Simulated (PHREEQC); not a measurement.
Consider water at 25 °C with 0.076 mol KF per kg of water. Closed to the air; pH follows from the charge balance.

Equilibrium calculation in PHREEQC: ion-association model, phreeqc.dat.

Precipitation was switched off in this run.

### Question
What pH, density does the model give?

### Answer
pH 7.97; density 1.001 g/cm³.

Species that the database lacks are ignored.
